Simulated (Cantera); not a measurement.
**Adiabatic ignition**

An adiabatic, constant-volume homogeneous reactor starts with CO : H2 : O2 : N2 = 1 : 0.55 : 0.343 : 1.29 (molar parts), equivalence ratio 2.3, at 1375 K and 27.6 atm.

Detailed kinetics in Cantera: GRI-Mech 3.0 (53 species, 325 reactions). The hydrogen kinetics of GRI-Mech 3.0 are dated; newer H2 mechanisms differ, most at raised pressure. The pressure lies above the range GRI-Mech 3.0 was tuned for (to about 10 atm). Above 3000 K some thermodynamic fits are extrapolated.

```csv
t (s),T (K),P (bar),x CO,x H2,x O2,x H2O2,x H
1.00e-6,1375,28.0,0.314,0.173,0.108,5.67e-7,4.15e-6
3.43e-6,3110,57.1,0.256,0.0485,0.00113,7.68e-7,0.00860
1.17e-5,3136,57.5,0.256,0.0488,0.000663,5.60e-7,0.00691
4.03e-5,3129,57.4,0.256,0.0491,0.000622,5.36e-7,0.00680
0.000138,3128,57.3,0.256,0.0492,0.000617,5.33e-7,0.00679
0.000473,3128,57.3,0.256,0.0492,0.000617,5.33e-7,0.00679
0.00162,3128,57.3,0.256,0.0492,0.000617,5.33e-7,0.00679
0.00555,3128,57.3,0.256,0.0492,0.000617,5.33e-7,0.00679
0.0190,3128,57.3,0.256,0.0492,0.000617,5.33e-7,0.00679
0.0652,3128,57.3,0.256,0.0492,0.000617,5.33e-7,0.00679
0.224,3128,57.3,0.256,0.0492,0.000617,5.33e-7,0.00679
0.766,3128,57.3,0.256,0.0492,0.000617,5.33e-7,0.00679
2.63,3128,57.3,0.256,0.0492,0.000617,5.33e-7,0.00679
9.00,3128,57.3,0.256,0.0492,0.000617,5.33e-7,0.00679
```
x: mole fraction; the columns are a selection and need not sum to one.

```yaml
time_of_steepest_temperature_rise: 2.78 µs
temperature at 9.00 s: 3128 K
equilibrium_temperature: 3128 K
x(CO) at 9.00 s: 0.256 (gas-phase equilibrium 0.256)
x(H2) at 9.00 s: 0.0492 (gas-phase equilibrium 0.0492)
x(O2) at 9.00 s: 0.000617 (gas-phase equilibrium 0.000617)
```
